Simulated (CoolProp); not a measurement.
Vapour-liquid equilibrium of m-xylene (1) + o-xylene (2) at 94.85 °C; x and y are mole fractions of (1).

Values from CoolProp's multi-fluid Helmholtz-energy mixture model, Zhou 2012 and Zhou 2012; pair parameters Bell 2016.

| x | bubble pressure, mixture model (MPa) | bubble pressure, Raoult's law (MPa) | y, mixture model | y, Raoult's law |
|---|---|---|---|---|
| 0.05 | 0.02230 | 0.02231 | 0.058 | 0.058 |
| 0.15 | 0.02268 | 0.02271 | 0.171 | 0.172 |
| 0.25 | 0.02308 | 0.02311 | 0.282 | 0.282 |
| 0.35 | 0.02349 | 0.02351 | 0.389 | 0.389 |
| 0.45 | 0.02391 | 0.02391 | 0.493 | 0.491 |
| 0.55 | 0.02433 | 0.02431 | 0.592 | 0.591 |
| 0.65 | 0.02475 | 0.02471 | 0.687 | 0.687 |
| 0.75 | 0.02515 | 0.02511 | 0.780 | 0.780 |
| 0.85 | 0.02555 | 0.02551 | 0.869 | 0.870 |
| 0.95 | 0.02593 | 0.02591 | 0.957 | 0.957 |

The largest gap from Raoult's law is +0.2 % in bubble pressure, at x = 0.75. No azeotrope shows between x = 0.05 and 0.95.

Pair parameters are fitted to limited data, so mixtures are less certain than the pure fluids.
